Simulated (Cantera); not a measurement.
An isothermal, constant-pressure homogeneous reactor starts with H2 : O2 = 0.41 : 5.7 (molar parts), at 1425 K and 0.0263 atm.

Computed with Cantera and GRI-Mech 3.0 (53 species, 325 reactions). Radical loss at walls, strong at low pressure, is not modelled. The temperature is held fixed by assumption; the heat of reaction is taken as removed at once.

x: mole fraction; the columns are a selection and need not sum to one.

| t (s) | x H2 | x O2 | x OH | x O | x H2O |
|---|---|---|---|---|---|
| 0.000200 | 0.0670 | 0.933 | [?] | 4.01e-5 | 5.96e-5 |
| 0.000632 | 0.00234 | 0.879 | [?] | 0.0438 | 0.0551 |
| 0.00200 | 0.00135 | 0.882 | [?] | 0.0428 | 0.0580 |
| 0.00632 | 0.00108 | 0.893 | [?] | 0.0332 | 0.0604 |
| 0.0200 | 0.000566 | 0.911 | [?] | 0.0167 | 0.0645 |
| 0.0632 | 0.000142 | 0.925 | [?] | 0.00404 | 0.0677 |
| 0.200 | 2.11e-5 | 0.930 | [?] | 0.000596 | 0.0689 |
| 0.632 | 3.18e-6 | 0.930 | [?] | 8.96e-5 | 0.0692 |
| 2.00 | 6.51e-7 | 0.930 | [?] | 1.84e-5 | 0.0693 |
| 6.32 | 3.03e-7 | 0.931 | 0.000120 | 8.57e-6 | 0.0694 |
| 20.0 | 2.92e-7 | 0.931 | 0.000118 | 8.25e-6 | 0.0694 |

Fill in the missing entries.


- 0.000200, x OH: 3.36e-5
- 0.000632, x OH: 0.00922
- 0.00200, x OH: 0.00779
- 0.00632, x OH: 0.00700
- 0.0200, x OH: 0.00511
- 0.0632, x OH: 0.00258
- 0.200, x OH: 0.000999
- 0.632, x OH: 0.000389
- 2.00, x OH: 0.000176
